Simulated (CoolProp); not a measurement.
CHF3 (R23) at several states: density (kg/m³) from the reference equation and from simpler models built on Tc = 299.3 K, pc = 4.832 MPa, ω = 0.263; each cubic takes its own stable root.

Computed with CoolProp (reference Helmholtz-energy equation of state, Penoncello 2003).

```json
[
 {"T (K)": "426.8", "p (MPa)": "1.7", "phase": "gas", "reference": "34.73", "van der Waals": "35.05", "Redlich-Kwong": "34.95", "Peng-Robinson": "34.83"},
 {"T (K)": "184.6", "p (MPa)": "0.434", "phase": "liquid", "reference": "1471", "van der Waals": "21.73", "Redlich-Kwong": "1218", "Peng-Robinson": "1421"},
 {"T (K)": "191.3", "p (MPa)": "0.0769", "phase": "gas", "reference": "3.496", "van der Waals": "3.431", "Redlich-Kwong": "3.451", "Peng-Robinson": "3.462"},
 {"T (K)": "434.1", "p (MPa)": "0.671", "phase": "gas", "reference": "13.18", "van der Waals": "13.23", "Redlich-Kwong": "13.22", "Peng-Robinson": "13.20"}
]
```

At some of these states van der Waals gives the other phase, because its saturation line lies elsewhere.
